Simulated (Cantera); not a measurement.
# Si3H8 + Cl2 + H2 (silicon epitaxy and polysilicon growth)

Input: 1 mol Si3H8, 0.1 mol Cl2, 520 mol H2, equilibrated at 13300 Pa.

These are equilibrium values from Cantera (NASA tables, ideal gas, pure condensed phases), not measurements of a reactor. Candidate condensed phases: Si; 19 gas species. The feed counts by its element totals alone. Gases not in the tables: Si2H6 and higher silanes. Kinetics and transport are ignored.

| T (K) | x H2 | x H | x HCl | x SiH2 | x Si | x SiH | n Si(s) | n Si(l) |
|---|---|---|---|---|---|---|---|---|
| 1098 | 1.000 | 6.77e-8 | 0.000381 | 1.25e-9 | <1e-12 | 1.81e-12 | 3.00 | 0 |
| 1148 | 1.000 | 1.96e-7 | 0.000381 | 3.97e-9 | 1.37e-12 | 1.06e-11 | 3.00 | 0 |
| 1198 | 1.000 | 5.21e-7 | 0.000381 | 1.14e-8 | 9.66e-12 | 5.36e-11 | 3.00 | 0 |
| 1248 | 1.000 | 1.28e-6 | 0.000381 | 3.01e-8 | 5.82e-11 | 2.37e-10 | 3.00 | 0 |
| 1298 | 1.000 | 2.93e-6 | 0.000381 | 7.39e-8 | 3.05e-10 | 9.34e-10 | 3.00 | 0 |
| 1348 | 1.000 | 6.34e-6 | 0.000381 | 1.69e-7 | 1.41e-9 | 3.32e-9 | 3.00 | 0 |
| 1398 | 1.000 | 1.30e-5 | 0.000381 | 3.66e-7 | 5.85e-9 | 1.08e-8 | 3.00 | 0 |
| 1448 | 1.000 | 2.52e-5 | 0.000381 | 7.48e-7 | 2.19e-8 | 3.21e-8 | 3.00 | 0 |
| 1498 | 1.000 | 4.71e-5 | 0.000381 | 1.46e-6 | 7.53e-8 | 8.89e-8 | 3.00 | 0 |
| 1548 | 1.000 | 8.43e-5 | 0.000381 | 2.72e-6 | 2.38e-7 | 2.30e-7 | 3.00 | 0 |
| 1598 | 0.999 | 0.000146 | 0.000380 | 4.89e-6 | 7.01e-7 | 5.62e-7 | 3.00 | 0 |
| 1648 | 0.999 | 0.000244 | 0.000380 | 8.47e-6 | 1.93e-6 | 1.30e-6 | 2.99 | 0 |
| 1698 | 0.999 | 0.000396 | 0.000380 | 1.40e-5 | 4.93e-6 | 2.80e-6 | 0 | 2.99 |
| 1748 | 0.999 | 0.000625 | 0.000380 | 2.05e-5 | 1.09e-5 | 5.30e-6 | 0 | 2.98 |
x: gas mole fraction; n: condensed amount in mol.

From 1098 K to 1648 K the condensed part is Si(s). From 1698 K to 1748 K the condensed part is Si(l). The main Si-bearing gas is SiCl2 at 1098 K and SiH2 at 1748 K.
